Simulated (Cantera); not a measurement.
# Thermodynamics of roasting and sulfation, feed MgCO3 + H2S + H2O

Charge: 1 mol MgCO3, a varied amount of H2S, 0.051 mol H2O, equilibrated at 852 °C and 11.3 Torr.

Cantera equilibrium calculation (NASA polynomials, part measured and part estimated; ideal gas, pure solids and liquids). Candidate condensed phases: C, C6H6, C7H8, C8H18, H2O, H2SO4, Mg, MgCO3, MgO, Mg(OH)2, MgS, MgSO4, S; 130 gas species. Gases not in the tables: S3 to S7. Equilibrium is a limit: real reactors are often held back by kinetics, nucleation or transport.

```tsv
n(H2S) (mol)	x CO2	x H2S	x H2O	x CO	x S2	x H2	x COS	x SO2	n MgO(s)
0.21	0.628	0.0277	0.143	0.110	0.0596	0.0228	0.00424	0.00430	1.00
0.25	0.592	0.0356	0.152	0.118	0.0671	0.0275	0.00482	0.00352	1.00
0.28	0.567	0.0416	0.157	0.123	0.0721	0.0310	0.00522	0.00308	1.00
0.33	0.529	0.0518	0.165	0.130	0.0794	0.0368	0.00579	0.00251	1.00
0.37	0.502	0.0600	0.169	0.135	0.0845	0.0413	0.00619	0.00217	1.00
0.43	0.465	0.0721	0.175	0.140	0.0911	0.0478	0.00669	0.00179	1.00
0.5	0.428	0.0859	0.179	0.145	0.0976	0.0551	0.00717	0.00147	1.00
0.57	0.396	0.0993	0.182	0.149	0.103	0.0619	0.00754	0.00123	1.00
0.66	0.361	0.116	0.184	0.151	0.109	0.0702	0.00790	0.00101	1.00
0.76	0.327	0.133	0.185	0.153	0.114	0.0786	0.00819	0.000831	1.00
0.87	0.296	0.150	0.184	0.154	0.119	0.0872	0.00840	0.000688	1.00
1	0.265	0.169	0.183	0.154	0.124	0.0964	0.00854	0.000564	1.00
1.2	0.226	0.196	0.179	0.151	0.129	0.109	0.00861	0.000433	1.00
```
x: gas mole fraction; n: condensed amount in mol.

From 0.21 mol H2S to 1.2 mol H2S the condensed part is MgO(s).
